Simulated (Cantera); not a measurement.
An adiabatic, constant-pressure homogeneous reactor starts with 4.53 % CH4, 0.498 % H2, 9.33 % O2, 85.6 % N2, at 1700 K and 10.0 bar.

Detailed kinetics in Cantera: GRI-Mech 3.0 (53 species, 325 reactions).

Problem. Predict: time of steepest temperature rise; temperature at 0.200 s; equilibrium temperature; x(H2) at 0.200 s; x(O2) at 0.200 s; x(NO) at 0.200 s; x(H2O2) at 0.200 s.

Solution. 
```json
{
 "time_of_steepest_temperature_rise": "54.7 µs",
 "temperature at 0.200 s": "2558 K",
 "equilibrium_temperature": "2558 K",
 "x(H2) at 0.200 s": "0.00358 (gas-phase equilibrium 0.00358)",
 "x(O2) at 0.200 s": "0.00389 (gas-phase equilibrium 0.00389)",
 "x(NO) at 0.200 s": "0.00360 (gas-phase equilibrium 0.00360)",
 "x(H2O2) at 0.200 s": "1.40e-7 (gas-phase equilibrium 1.40e-7)"
}
```
